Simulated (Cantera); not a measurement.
Input: 1 mol Fe3O4, 1200 mol H2, 0.19 mol H2O, at 1700 K and 1.00 Torr.

Equilibrium computed with Cantera from the NASA thermochemical tables; the gas is ideal and each condensed phase is pure. Candidate condensed phases: Fe, FeO, Fe(OH)2, Fe(OH)3, Fe2O3, Fe3O4, H2O; 12 gas species. Kinetics and transport are ignored.

Base state: H2 0.990, H 0.00402, H2O 0.00347, Fe 0.00249 (mole fractions); condensed: gas only.

Question: What changes in the equilibrium state with this change: Fe3O4 replaced by TiO2?

Answer: 
```tsv
species	before	after
H2	0.990	0.995
H	0.00402	0.00403
H2O	0.00347	0.000574
Fe	0.00249	0
Ti2O3(s), mol	0	0.500
```
Further candidate phases: Ti, TiO, TiO2, Ti2O3, Ti3O5, Ti4O7.
